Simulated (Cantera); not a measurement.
A closed system holds: 1 mol NiS, 1.1 mol H2, held at 54.0 Torr.

Cantera equilibrium calculation (NASA polynomials, part measured and part estimated; ideal gas, pure solids and liquids). Candidate condensed phases: Ni, NiS, NiS2, Ni3S2, Ni3S4, S; 9 gas species. Equilibrium is a limit: real reactors are often held back by kinetics, nucleation or transport.

Task: At 2098 K, list the 4 most abundant gas species with their mole fractions, and the condensed phases.

Result: H2 0.815, S2 0.100, H2S 0.0317, SH 0.0252. Condensed: Ni3S2(l).
